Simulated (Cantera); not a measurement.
## Equilibrium for carbothermic reduction: Ta2O5 + CH4 + H2

Charge: 1 mol Ta2O5, 0.71 mol CH4, a varied amount of H2, held at 552 °C and 6.10 bar.

Cantera equilibrium calculation (NASA polynomials, part measured and part estimated; ideal gas, pure solids and liquids). Candidate condensed phases: C, C6H6, C7H8, C8H18, H2O, Ta, TaC, Ta2O5; 113 gas species. Kinetics and transport are ignored.

From 0.25 mol H2 to 0.37 mol H2 the condensed part is C(graphite) + Ta2O5(s). From 0.56 mol H2 to 9.3 mol H2 the condensed part is Ta2O5(s).

```json
[
 {"n(H2) (mol)": "0.25", "x H2": "0.345", "x CH4": "0.655", "x C2H6": "3.46e-5", "x H2O": "4.41e-6", "x CO": "1.66e-7", "x C2H4": "1.57e-7", "x C3H8": "9.43e-9", "n C(graphite)": "0.0488", "n Ta2O5(s)": "1.000"},
 {"n(H2) (mol)": "0.37", "x H2": "0.345", "x CH4": "0.655", "x C2H6": "3.46e-5", "x H2O": "4.41e-6", "x CO": "1.66e-7", "x C2H4": "1.57e-7", "x C3H8": "9.43e-9", "n C(graphite)": "0.00130", "n Ta2O5(s)": "1.000"},
 {"n(H2) (mol)": "0.56", "x H2": "0.441", "x CH4": "0.559", "x C2H6": "1.97e-5", "x H2O": "4.35e-6", "x CO": "6.68e-8", "x C2H4": "6.99e-8", "x C3H8": "3.57e-9", "n C(graphite)": "0", "n Ta2O5(s)": "1.000"},
 {"n(H2) (mol)": "0.83", "x H2": "0.539", "x CH4": "0.461", "x C2H6": "1.09e-5", "x H2O": "4.19e-6", "x CO": "2.91e-8", "x C2H4": "3.18e-8", "x C3H8": "1.34e-9", "n C(graphite)": "0", "n Ta2O5(s)": "1.000"},
 {"n(H2) (mol)": "1.2", "x H2": "0.628", "x CH4": "0.372", "x C2H6": "6.10e-6", "x H2O": "3.97e-6", "x CO": "1.40e-8", "x C2H4": "1.52e-8", "x C3H8": "5.17e-10", "n C(graphite)": "0", "n Ta2O5(s)": "1.000"},
 {"n(H2) (mol)": "1.9", "x H2": "0.728", "x CH4": "0.272", "x C2H6": "2.82e-6", "x H2O": "3.60e-6", "x CO": "5.98e-9", "x C2H4": "6.08e-9", "x C3H8": "1.51e-10", "n C(graphite)": "0", "n Ta2O5(s)": "1.000"},
 {"n(H2) (mol)": "2.8", "x H2": "0.798", "x CH4": "0.202", "x C2H6": "1.42e-6", "x H2O": "3.26e-6", "x CO": "3.06e-9", "x C2H4": "2.80e-9", "x C3H8": "5.17e-11", "n C(graphite)": "0", "n Ta2O5(s)": "1.000"},
 {"n(H2) (mol)": "4.2", "x H2": "0.855", "x CH4": "0.145", "x C2H6": "6.78e-7", "x H2O": "2.89e-6", "x CO": "1.57e-9", "x C2H4": "1.24e-9", "x C3H8": "1.64e-11", "n C(graphite)": "0", "n Ta2O5(s)": "1.000"},
 {"n(H2) (mol)": "6.2", "x H2": "0.897", "x CH4": "0.103", "x C2H6": "3.26e-7", "x H2O": "2.55e-6", "x CO": "8.53e-10", "x C2H4": "5.71e-10", "x C3H8": "5.36e-12", "n C(graphite)": "0", "n Ta2O5(s)": "1.000"},
 {"n(H2) (mol)": "9.3", "x H2": "0.929", "x CH4": "0.0709", "x C2H6": "1.50e-7", "x H2O": "2.21e-6", "x CO": "4.60e-10", "x C2H4": "2.54e-10", "x C3H8": "1.64e-12", "n C(graphite)": "0", "n Ta2O5(s)": "1.000"}
]
```
x: gas mole fraction; n: condensed amount in mol.
